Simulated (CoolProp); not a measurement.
Vapour-liquid equilibrium of carbon dioxide (1) + R125 (2) at 5.51 bar; x and y are mole fractions of (1).

Computed with CoolProp (multi-fluid Helmholtz-energy mixture model, Span 1996 and Lemmon 2005; pair parameters Bell 2016).

### Question
Give the bubble temperature and the first vapour's composition at x = 0.05, 0.2, 0.5. Is there an azeotrope?

### Answer
x = 0.05: 260.3 K, y = 0.222; x = 0.2: 244.8 K, y = 0.612; x = 0.5: 229.2 K, y = 0.859. No azeotrope shows between x = 0.05 and 0.95.

Pair parameters are fitted to limited data, so mixtures are less certain than the pure fluids.
